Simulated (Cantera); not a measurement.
Mixture: H₂ : O₂ : N₂ = 1 : 0.515 : 1.94 (molar parts), equivalence ratio 0.97, at 0.878 atm, adiabatic and at constant pressure. Ignition delay is the time to a rise of 400 K.

Computed with Cantera and GRI-Mech 3.0 (53 species, 325 reactions). Where the delays flatten at high temperature, the 400 K rule measures the pace of heat release, not the induction time.

### Question
Predict: delay at 1225 K; delay at 1300 K; delay at 1375 K; delay at 1450 K; delay at 1525 K; delay at 1600 K; delay at 1675 K.

### Answer
| Quantity | Result |
|---|---|
| delay at 1225 K | 47.1 µs |
| delay at 1300 K | 34.7 µs |
| delay at 1375 K | 27.6 µs |
| delay at 1450 K | 23.4 µs |
| delay at 1525 K | 21.0 µs |
| delay at 1600 K | 19.8 µs |
| delay at 1675 K | 19.5 µs |
